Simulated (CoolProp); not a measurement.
The numbers come from the reference Helmholtz-energy equation of state, Thol 2019 in CoolProp.

Q: For dodecamethylpentasiloxane (MD3M), give the phase and the density (kg/m³), cv (kJ/(kg K)), expansivity (1/kK) at 402.3 K and 0.0795 MPa; 402.3 K and 0.159 MPa; 402.3 K and 0.278 MPa.

A: 
- 402.3 K and 0.0795 MPa: liquid; density 768, cv 1.69, expansivity 1.33
- 402.3 K and 0.159 MPa: liquid; density 768, cv 1.69, expansivity 1.33
- 402.3 K and 0.278 MPa: liquid; density 768, cv 1.69, expansivity 1.33
